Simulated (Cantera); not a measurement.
Input: 1 mol SiH₂Cl₂, 0.036 mol Cl₂, 46 mol H₂, held at 1.00 bar.

Method: chemical equilibrium by Gibbs-energy minimisation in Cantera with the NASA 1993 tables (ideal gas, pure condensed phases). Candidate condensed phases: Si; 19 gas species. The numbers say what is thermodynamically allowed, not how fast it happens. All values below are at 825 K.

Base state: H₂ 0.986, SiHCl₃ 0.00677, SiCl₄ 0.00523, HCl 0.000943, SiH₂Cl₂ 0.000738, SiH₃Cl 1.89e-5 (mole fractions); condensed: Si(s).

What changes in the equilibrium state with this change: pressure from 1.00 bar to 13.3 mbar?


```tsv
species	before	after
H₂	0.986	0.986
SiCl₄	0.00523	0.00774
SiHCl₃	0.00677	0.00308
HCl	0.000943	0.00306
SiH₃Cl	1.89e-5	8.16e-7
SiCl₂	9.98e-7	1.05e-5
SiH₂Cl₂	0.000738	0.000104
Si(s), mol	0.395	0.479
```
The tables' values for SiCl₃ are old estimates; treat these amounts as uncertain.
